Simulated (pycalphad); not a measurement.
All values are pycalphad results on the COST 507 light-alloy database (1999) (1 atm), not direct measurements. The data set is of 1999 and partly superseded.

Molar enthalpy of Al-19.5Si-2.3Fe (at.%) in equilibrium (SER reference):

```csv
T (K),H (kJ/mol),phases
2250,72.78,LIQUID
2170,70.28,LIQUID
2090,67.79,LIQUID
2010,65.29,LIQUID
1930,62.80,LIQUID
1850,60.30,LIQUID
1770,57.81,LIQUID
1690,55.32,LIQUID
1610,52.83,LIQUID
1530,50.34,LIQUID
1450,47.85,LIQUID
1370,45.37,LIQUID
1290,42.89,LIQUID
1210,40.42,LIQUID
1130,37.95,LIQUID
1050,35.48,LIQUID
1010,34.26,LIQUID
970,32.18,LIQUID + ALFESI_DELTA
890,26.92,LIQUID + ALFESI_DELTA + DIAMOND_A4
810,11.28,FCC_A1 + DIAMOND_A4 + ALFESI_BETA
770,9.99,FCC_A1 + DIAMOND_A4 + ALFESI_BETA
730,8.75,FCC_A1 + DIAMOND_A4 + ALFESI_BETA
650,6.38,FCC_A1 + DIAMOND_A4 + ALFESI_BETA
570,4.14,FCC_A1 + DIAMOND_A4 + ALFESI_BETA
```

Cooling from 1010 K to 810 K, across the freezing range, releases 23.0 kJ/mol, or 825 J/g. The slope is 31 J/(mol K) in the liquid and 32 J/(mol K) just below the solidus, where it includes any heat of precipitation. Liquidus 993 K, solidus 849 K. Changes were sought between steps of 40 K, so a narrower field can be missed.

Database names, with the compositions (at.%) that they take in these runs: ALFESI_DELTA: Al 55 Si 30 Fe 15; ALFESI_BETA: Al 70 Si 15 Fe 15. FCC_A1 is fcc; DIAMOND_A4 is diamond (Si).
